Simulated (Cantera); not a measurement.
An isothermal, constant-pressure homogeneous reactor starts with 1.85 % CO, 0.224 % O2, 0.0214 % H2O, 97.4 % N2, 0.477 % CH4, equivalence ratio 8.4, at 1250 K and 2.07 atm.

Cantera simulation using GRI-Mech 3.0 (53 species, 325 reactions); the numbers are that mechanism's predictions, not measurements.

One state of this run: x CO = 0.0185; x O2 = 0.00221; x H2O = 0.000238; x HO2 = 2.76e-9; x NO = <1e-12. x: mole fraction; the columns are a selection and need not sum to one.

Which value of t (s) does it belong to?
A) 26.0
B) 90.0
C) 0.624
D) 7.49

C, 0.624
